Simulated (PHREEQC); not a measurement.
**Copper plating or etch bath: an equilibrium model**

A solution holds 0.021 mol Cu(BF4)2, 0.0061 mol HCl and 5.5e-05 mol Na2SO4 per kg of water, at 46 °C. Closed to the air; pH follows from the charge balance.

Equilibrium calculation in PHREEQC: ion-association model, phreeqc.dat.

Each row changes one thing in this solution. This is a speciation only: nothing precipitates in the calculation.

```csv
case,pH,ionic strength (mol/kgw),BF4- (mol/kgw),HF (mol/kgw),BF3OH- (mol/kgw),H3BO3 (mol/kgw),SI of Halite (NaCl)
as made,2.33,0.0674,0.0373,0.00992,0.00207,0.00206,-7.99
0.00059 mol/kgw LiOH added,2.37,0.0676,0.0372,0.00976,0.00210,0.00203,-7.99
0.00023 mol/kgw H2SO4 added,2.31,0.0677,0.0373,0.0100,0.00204,0.00209,-7.99
temperature from 46 to 40 °C,2.32,0.0678,0.0376,0.00902,0.00203,0.00187,-7.97
Cu(BF4)2 from 0.021 to 0.0105 mol/kgw,2.34,0.0362,0.0175,0.00849,0.00114,0.00194,-7.93
temperature from 46 to 35 °C,2.31,0.0680,0.0378,0.00833,0.00200,0.00173,-7.96
temperature from 46 to 45 °C,2.33,0.0675,0.0373,0.00977,0.00206,0.00203,-7.98
```

Species that the database lacks are ignored. Constants without temperature data keep their 25 °C values here. Real BF4- forms and hydrolyses slowly; the run takes it at equilibrium.
